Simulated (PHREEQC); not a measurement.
Buffer: speciation

Solution (35 °C): 0.0027 mol NH4Cl, 0.00016 mol NH3 and 0.017 mol NaCl per kg of water. Closed to the air; pH follows from the charge balance.

Equilibrium calculation in PHREEQC: ion-association model, phreeqc.dat.

Each row changes one thing in this solution. Precipitation was switched off in this run.

| case | pH | ionic strength (mol/kgw) | NH4+ (mol/kgw) | NH3 (mol/kgw) |
|---|---|---|---|---|
| as made | 7.78 | 0.0197 | 0.00270 | 0.000159 |
| NH3 from 0.00016 to 0.000144 mol/kgw | 7.74 | 0.0197 | 0.00270 | 0.000143 |
| temperature from 35 to 60 °C | 7.13 | 0.0197 | 0.00270 | 0.000159 |
| 0.0057 mol/kgw H3PO4 added | 2.48 | 0.0236 | 0.00286 | 8.30e-10 |
| NH4Cl from 0.0027 to 0.00054 mol/kgw | 8.46 | 0.0175 | 0.000547 | 0.000153 |
| NH3 from 0.00016 to 0.000176 mol/kgw | 7.83 | 0.0197 | 0.00270 | 0.000174 |
| NaCl left out | 7.74 | 0.00270 | 0.00270 | 0.000159 |

Constants without temperature data keep their 25 °C values here.
